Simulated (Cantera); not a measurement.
Source: NASA polynomial tables (part measured, part estimated), evaluated in Cantera. Values are per mole of reaction as written; species without (g) are pure solids or liquids, kept so even where they would boil at 1 bar.

**Question.** Between 873 and 998 K, where is each reaction favourable under standard conditions?
- 2 Cl(g) + Pb → PbCl₂

**Answer.** 
- 2 Cl(g) + Pb → PbCl₂: ΔG° is -380 kJ at 873 K and -352 kJ at 998 K; it stays negative (K > 1). ΔH° is -572 kJ and ΔS° -221 J/K at 998 K.
